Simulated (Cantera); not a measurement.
Gas activation for diamond growth

An isothermal, constant-pressure homogeneous reactor starts with CH₄ : H₂ : O₂ : N₂ = 0.0046 : 1 : 0.0054 : 0.098 (molar parts), at 2748 K and 41.3 Torr.

Cantera simulation using GRI-Mech 3.0 (53 species, 325 reactions); the numbers are that mechanism's predictions, not measurements.

| t (s) | x CH₄ | x H₂ | x O₂ | x C₂H₆ | x HCO | x C₂H₄ |
|---|---|---|---|---|---|---|
| 1.00e-6 | 0.00412 | 0.902 | 0.00487 | 8.80e-12 | 2.18e-11 | 3.77e-11 |
| 5.93e-6 | 0.00405 | 0.902 | 0.00484 | 8.59e-10 | 6.40e-10 | 5.46e-9 |
| 3.51e-5 | 0.00380 | 0.898 | 0.00436 | 1.08e-8 | 5.21e-8 | 2.62e-7 |
| 0.000208 | 0.00261 | 0.876 | 0.000105 | 6.01e-8 | 1.19e-7 | 5.17e-6 |
| 0.00123 | 0.000490 | 0.851 | 2.17e-8 | 4.70e-9 | 1.22e-7 | 1.09e-6 |
| 0.00730 | 3.19e-5 | 0.813 | 3.98e-8 | 3.19e-11 | 3.33e-8 | 3.86e-8 |
| 0.0433 | 9.94e-12 | 0.714 | 1.56e-7 | <1e-12 | 5.77e-9 | <1e-12 |
| 0.256 | 1.08e-12 | 0.674 | 2.45e-7 | <1e-12 | 4.87e-9 | <1e-12 |
| 1.52 | 1.08e-12 | 0.674 | 2.45e-7 | <1e-12 | 4.87e-9 | <1e-12 |
| 9.00 | 1.08e-12 | 0.674 | 2.45e-7 | <1e-12 | 4.87e-9 | <1e-12 |
x: mole fraction; the columns are a selection and need not sum to one.

Equilibrium at this temperature and pressure: CH₄ 1.11e-12, H₂ 0.674, O₂ 2.45e-7, C₂H₆ <1e-12, HCO 4.87e-9, C₂H₄ <1e-12 (gas phase only).
